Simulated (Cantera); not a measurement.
Input: 1 mol C2H4, 0.17 mol O2, held at 39800 Torr.

Cantera equilibrium calculation (NASA polynomials, part measured and part estimated; ideal gas, pure solids and liquids). Candidate condensed phases: C, C6H6, C7H8, C8H18, H2O; 110 gas species. The ideal-gas law is rough above about 30 bar. The numbers say what is thermodynamically allowed, not how fast it happens.

x: gas mole fraction; n: condensed amount in mol.

```
T (K)   x H2    x CH4    x CO     x H2O  x C2H2 (acetylene)     x CO2  n C(graphite)
-----  -----  -------  ------  --------  ------------------  --------  -------------
1175   0.528    0.283  0.0901    0.0874             3.36e-8    0.0117           1.35
1325   0.670    0.160   0.133    0.0339             5.70e-7   0.00361           1.42
1475   0.753        …   0.146         …                   …         …           1.50
1625   0.797        …   0.148         …                   …         …           1.56
1775   0.820   0.0298   0.148   0.00208            0.000117  0.000100           1.60
1925   0.832   0.0192   0.147   0.00104            0.000381   4.26e-5           1.62
2075   0.838   0.0130   0.147  0.000573             0.00104   2.07e-5           1.63
2225   0.840  0.00933   0.146  0.000343             0.00246   1.11e-5           1.63
2375   0.839  0.00694   0.146  0.000219             0.00521   6.53e-6           1.62
2525   0.834  0.00532   0.146  0.000147              0.0100   4.11e-6           1.60
2675   0.825  0.00416   0.145  0.000103              0.0178   2.73e-6           1.56
```

Task: Some entries are withheld; supply them.

Result: 
- 1475, x CH4: 0.0875
- 1475, x H2O: 0.0120
- 1475, x C2H2 (acetylene): 5.02e-6
- 1475, x CO2: 0.000939
- 1625, x CH4: 0.0495
- 1625, x H2O: 0.00468
- 1625, x C2H2 (acetylene): 2.84e-5
- 1625, x CO2: 0.000279
